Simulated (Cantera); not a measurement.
**Thermodynamics of carbothermic reduction, feed PbO + CO + N2**

Input: 1 mol PbO, 0.66 mol CO, 0.67 mol N2, held at 0.00860 bar.

These are equilibrium values from Cantera (NASA tables, ideal gas, pure condensed phases), not measurements of a reactor. Candidate condensed phases: C, Pb, PbO, PbO2, Pb3O4; 27 gas species. Each liquid is taken as pure. Mutual solubility and eutectic melting of coexisting phases are not modelled. Gases not in the tables: (PbO)n polymers. The numbers say what is thermodynamically allowed, not how fast it happens.

At 852 °C the condensed part is Pb(l) + PbO(yellow). At 952 °C the condensed part is Pb(l) + PbO(l). At 1052 °C the condensed part is PbO(l). From 1152 °C to 2052 °C nothing is condensed.

```json
[
 {"T (°C)": "852", "x N2": "0.492", "x CO2": "0.485", "x Pb": "0.0220", "x PbO": "0.00140", "x CO": "0.000119", "x O2": "1.36e-8", "x O": "5.80e-12", "n Pb(l)": "0.630", "n PbO(yellow)": "0.338", "n PbO(l)": "0"},
 {"T (°C)": "952", "x N2": "0.442", "x CO2": "0.436", "x Pb": "0.109", "x PbO": "0.0131", "x CO": "0.000220", "x O2": "4.40e-7", "x O": "3.01e-10", "n Pb(l)": "0.495", "n PbO(yellow)": "0", "n PbO(l)": "0.320"},
 {"T (°C)": "1052", "x N2": "0.310", "x CO2": "0.305", "x Pb": "0.305", "x PbO": "0.0802", "x CO": "0.000223", "x O2": "1.36e-5", "x O": "1.09e-8", "n Pb(l)": "0", "n PbO(yellow)": "0", "n PbO(l)": "0.167"},
 {"T (°C)": "1152", "x N2": "0.287", "x CO2": "0.283", "x Pb": "0.283", "x PbO": "0.146", "x CO": "0.000284", "x O2": "0.000258", "x O": "2.41e-7", "n Pb(l)": "0", "n PbO(yellow)": "0", "n PbO(l)": "0"},
 {"T (°C)": "1252", "x N2": "0.287", "x CO2": "0.282", "x Pb": "0.284", "x PbO": "0.144", "x CO": "0.000674", "x O2": "0.00102", "x O": "1.95e-6", "n Pb(l)": "0", "n PbO(yellow)": "0", "n PbO(l)": "0"},
 {"T (°C)": "1352", "x N2": "0.287", "x CO2": "0.281", "x Pb": "0.287", "x PbO": "0.140", "x CO": "0.00147", "x O2": "0.00323", "x O": "1.19e-5", "n Pb(l)": "0", "n PbO(yellow)": "0", "n PbO(l)": "0"},
 {"T (°C)": "1452", "x N2": "0.285", "x CO2": "0.278", "x Pb": "0.294", "x PbO": "0.131", "x CO": "0.00306", "x O2": "0.00804", "x O": "5.61e-5", "n Pb(l)": "0", "n PbO(yellow)": "0", "n PbO(l)": "0"},
 {"T (°C)": "1552", "x N2": "0.282", "x CO2": "0.272", "x Pb": "0.305", "x PbO": "0.117", "x CO": "0.00621", "x O2": "0.0158", "x O": "0.000208", "n Pb(l)": "0", "n PbO(yellow)": "0", "n PbO(l)": "0"},
 {"T (°C)": "1652", "x N2": "0.279", "x CO2": "0.263", "x Pb": "0.317", "x PbO": "0.101", "x CO": "0.0122", "x O2": "0.0258", "x O": "0.000638", "n Pb(l)": "0", "n PbO(yellow)": "0", "n PbO(l)": "0"},
 {"T (°C)": "1752", "x N2": "0.275", "x CO2": "0.249", "x Pb": "0.328", "x PbO": "0.0841", "x CO": "0.0226", "x O2": "0.0374", "x O": "0.00169", "n Pb(l)": "0", "n PbO(yellow)": "0", "n PbO(l)": "0"},
 {"T (°C)": "1852", "x N2": "0.270", "x CO2": "0.229", "x Pb": "0.336", "x PbO": "0.0695", "x CO": "0.0389", "x O2": "0.0501", "x O": "0.00399", "n Pb(l)": "0", "n PbO(yellow)": "0", "n PbO(l)": "0"},
 {"T (°C)": "1952", "x N2": "0.264", "x CO2": "0.201", "x Pb": "0.340", "x PbO": "0.0570", "x CO": "0.0614", "x O2": "0.0634", "x O": "0.00859", "n Pb(l)": "0", "n PbO(yellow)": "0", "n PbO(l)": "0"},
 {"T (°C)": "2052", "x N2": "0.257", "x CO2": "0.167", "x Pb": "0.342", "x PbO": "0.0463", "x CO": "0.0889", "x O2": "0.0759", "x O": "0.0170", "n Pb(l)": "0", "n PbO(yellow)": "0", "n PbO(l)": "0"}
]
```
x: gas mole fraction; n: condensed amount in mol.
